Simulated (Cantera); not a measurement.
A freely propagating, adiabatic, planar premixed flame of 19.0 % H2, 17.0 % O2, 64.0 % N2, unburnt at 523 K and 4580 Torr; mixture-averaged transport, grid criteria slope 0.08 and curve 0.16, no radiation.

Cantera simulation using the H2/O2 subset of GRI-Mech 3.0, which has no nitrogen chemistry; the numbers are that mechanism's predictions, not measurements. The hydrogen kinetics of GRI-Mech 3.0 are dated; newer H2 mechanisms differ, most at raised pressure. Burning velocities carry a grid error of a few per cent, more on coarse grids. Lean hydrogen flames are cellular in practice and burn faster than this planar one.

Predict: laminar burning velocity; thermal thickness; peak x(H); peak x(H2O2); peak x(OH); peak x(O).

laminar burning velocity: 105 cm/s
thermal thickness: 0.0634 mm
peak x(H): 0.00202
peak x(H2O2): 0.000214
peak x(OH): 0.00515
peak x(O): 0.00240
